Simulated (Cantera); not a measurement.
# Low-pressure radical oxidation in H2/O2

An isothermal, constant-pressure homogeneous reactor starts with H2 : O2 = 0.056 : 1 (molar parts), equivalence ratio 0.028, at 1400 K and 0.0132 atm.

Model: GRI-Mech 3.0 (53 species, 325 reactions), integrated in Cantera. Radical loss at walls, strong at low pressure, is not modelled. The temperature is held fixed by assumption; the heat of reaction is taken as removed at once.

```tsv
t (s)	x H2	x O2	x H	x O	x OH	x H2O2
0.000600	0.0528	0.947	4.50e-5	0.000108	8.90e-5	3.48e-9
0.00159	0.00170	0.903	0.00724	0.0363	0.00733	7.15e-8
0.00419	0.000919	0.903	0.00612	0.0375	0.00615	5.55e-8
0.0111	0.000849	0.907	0.00537	0.0343	0.00592	5.49e-8
0.0293	0.000693	0.915	0.00385	0.0273	0.00537	5.28e-8
0.0775	0.000423	0.927	0.00177	0.0162	0.00422	4.64e-8
0.205	0.000158	0.938	0.000389	0.00586	0.00259	3.22e-8
0.541	3.67e-5	0.944	4.29e-5	0.00134	0.00125	1.62e-8
1.43	7.14e-6	0.945	3.66e-6	0.000260	0.000555	6.39e-9
3.78	1.52e-6	0.945	3.58e-7	5.51e-5	0.000256	2.30e-9
10.0	4.21e-7	0.945	5.24e-8	1.53e-5	0.000135	9.65e-10
```
x: mole fraction; the columns are a selection and need not sum to one.

Equilibrium at this temperature and pressure: H2 2.20e-7, O2 0.945, H 1.99e-8, O 8.02e-6, OH 9.77e-5, H2O2 6.83e-10 (gas phase only).
